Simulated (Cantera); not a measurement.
Input (Python, Cantera) and output of one run.

```python
import numpy as np
import cantera as ct

gas_names = """
    O3 TaO2 N2 NO2 N2O O
""".split()
cond_names = """
    Ta2O5(s) Ta2O5(L) Ta(cr) Ta(L)
""".split()


# ... load() reads the species with a 1 bar reference pressure and builds the phases ...
species = {s.name: s for s in load("nasa_gas.yaml", gas_names) + load("nasa_condensed.yaml", cond_names)}
# Each term lists the table entries of one substance; the one whose range holds T is used.
reactions = {
    'O3(g) + 6 TaO2(g) = 3 Ta2O5':
        [(-1, ['O3']), (-6, ['TaO2']), (3, ['Ta2O5(s)', 'Ta2O5(L)'])],
    'N2(g) + 2 TaO2(g) = 2 NO2(g) + 2 Ta':
        [(-1, ['N2']), (-2, ['TaO2']), (2, ['NO2']), (2, ['Ta(cr)', 'Ta(L)'])],
    'Ta + 2 N2O(g) = TaO2(g) + 2 N2(g)':
        [(-1, ['Ta(cr)', 'Ta(L)']), (-2, ['N2O']), (1, ['TaO2']), (2, ['N2'])],
    '2 TaO2(g) + O(g) = Ta2O5':
        [(-2, ['TaO2']), (-1, ['O']), (1, ['Ta2O5(s)', 'Ta2O5(L)'])],
}


def pick(names, T):
    return next(species[n] for n in names if species[n].thermo.min_temp <= T <= species[n].thermo.max_temp)


results = []
for label, terms in reactions.items():
    print(label)
    print("     T/K   dH/kJ  dS/(J/K)   dG/kJ   log10 K")
    for T in [300, 1325, 1425, 1525, 1625, 1725, 1825, 1925, 2025, 2125, 2225]:
        used = [(nu, pick(names, T)) for nu, names in terms]
        dH = sum(nu * s.thermo.h(T) for nu, s in used) / 1e6
        dS = sum(nu * s.thermo.s(T) for nu, s in used) / 1e3
        dG = dH - T * dS / 1e3
        logK = -dG * 1e6 / (ct.gas_constant * T * np.log(10))
        results.append((label, T, dH, dS, dG, logK, [s.name for _, s in used]))
        print(f"{T:8g} {dH:8.1f} {dS:8.1f} {dG:8.1f} {logK:8.2f}")
```

It prints:

```
O3(g) + 6 TaO2(g) = 3 Ta2O5
     T/K   dH/kJ  dS/(J/K)   dG/kJ   log10 K
     300  -5074.6  -1490.5  -4627.5   805.70
    1325  -4928.3  -1291.5  -3217.1   126.82
    1425  -4911.0  -1278.8  -3088.6   113.21
    1525  -4893.4  -1266.9  -2961.3   101.43
    1625  -4875.7  -1255.7  -2835.2    91.13
    1725  -4857.9  -1245.0  -2710.2    82.07
    1825  -4839.9  -1234.9  -2586.2    74.02
    1925  -4822.0  -1225.4  -2463.2    66.84
    2025  -4804.0  -1216.3  -2341.1    60.39
    2125  -4417.1  -1028.4  -2231.8    54.86
    2225  -4386.4  -1014.2  -2129.7    50.00
N2(g) + 2 TaO2(g) = 2 NO2(g) + 2 Ta
     T/K   dH/kJ  dS/(J/K)   dG/kJ   log10 K
     300    470.1   -188.8    526.7   -91.71
    1325    485.0   -169.8    710.0   -27.99
    1425    487.2   -168.2    726.9   -26.64
    1525    489.4   -166.7    743.6   -25.47
    1625    491.7   -165.3    760.2   -24.44
    1725    494.1   -163.8    776.7   -23.52
    1825    496.5   -162.4    793.0   -22.70
    1925    499.1   -161.0    809.2   -21.96
    2025    501.8   -159.7    825.2   -21.29
    2125    504.7   -158.3    841.1   -20.67
    2225    507.6   -157.0    856.9   -20.12
Ta + 2 N2O(g) = TaO2(g) + 2 N2(g)
     T/K   dH/kJ  dS/(J/K)   dG/kJ   log10 K
     300   -364.0    182.0   -418.6    72.89
    1325   -377.9    165.3   -596.9    23.53
    1425   -379.9    163.8   -613.4    22.48
    1525   -382.0    162.4   -629.7    21.57
    1625   -384.1    161.1   -645.9    20.76
    1725   -386.3    159.8   -661.9    20.04
    1825   -388.6    158.5   -677.8    19.40
    1925   -390.9    157.3   -693.6    18.82
    2025   -393.2    156.1   -709.3    18.30
    2125   -395.7    154.9   -724.8    17.82
    2225   -398.2    153.7   -740.2    17.38
2 TaO2(g) + O(g) = Ta2O5
     T/K   dH/kJ  dS/(J/K)   dG/kJ   log10 K
     300  -1893.5   -578.3  -1720.0   299.47
    1325  -1848.5   -518.7  -1161.3    45.78
    1425  -1843.0   -514.6  -1109.6    40.67
    1525  -1837.2   -510.8  -1058.3    36.25
    1625  -1831.4   -507.1  -1007.4    32.38
    1725  -1825.5   -503.5   -956.9    28.98
    1825  -1819.5   -500.1   -906.7    25.95
    1925  -1813.4   -496.9   -856.9    23.25
    2025  -1807.2   -493.8   -807.3    20.83
    2125  -1678.0   -431.0   -762.1    18.73
    2225  -1667.4   -426.1   -719.2    16.88
```

Standard-state values (1 bar) from the NASA 1993 polynomials, evaluated with Cantera. Condensed species are held in their standard states even where they would react or evaporate.
